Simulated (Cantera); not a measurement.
An isothermal, constant-pressure homogeneous reactor starts with CH4 : H2 = 1 : 37 (molar parts), at 1600 K and 31000 Pa. Integrator tolerance rtol = 1e-08.

Cantera simulation using GRI-Mech 3.0 (53 species, 325 reactions); the numbers are that mechanism's predictions, not measurements. GRI-Mech 3.0 stops at C3 and has no aromatics, soot or wall deposition, so with more carbon than oxygen in the feed, carbon stays in small species such as C2H2 where larger ones or solid carbon would form.

```json
[
 {"quantity": "x(CH4) at 8.00 s", "before": "0.00901 (gas-phase equilibrium 0.00853)", "after": "0.0137 (gas-phase equilibrium 0.0137)"},
 {"quantity": "x(H2) at 8.00 s", "before": "0.982 (gas-phase equilibrium 0.983)", "after": "0.980 (gas-phase equilibrium 0.980)"},
 {"quantity": "x(C2H4) at 8.00 s", "before": "0.000274 (gas-phase equilibrium 0.000282)", "after": "0.000375 (gas-phase equilibrium 0.000376)"},
 {"quantity": "x(CH3) at 8.00 s", "before": "1.81e-5 (gas-phase equilibrium 1.72e-5)", "after": "1.98e-5 (gas-phase equilibrium 1.98e-5)"},
 {"quantity": "x(CH2) at 8.00 s", "before": "1.67e-9 (gas-phase equilibrium 1.59e-9)", "after": "1.32e-9 (gas-phase equilibrium 1.32e-9)"},
 {"quantity": "x(C2H2) at 8.00 s", "before": "0.00815 (gas-phase equilibrium 0.00838)", "after": "0.00578 (gas-phase equilibrium 0.00578)"}
]
```

**Question.** What was changed between the two runs?
A. CH4 1 to 0.42 parts
B. CH4 1 to 0.27 parts
C. pressure from 31000 Pa to 60000 Pa
D. temperature 1600 to 1875 K

**Answer.** C, pressure from 31000 Pa to 60000 Pa
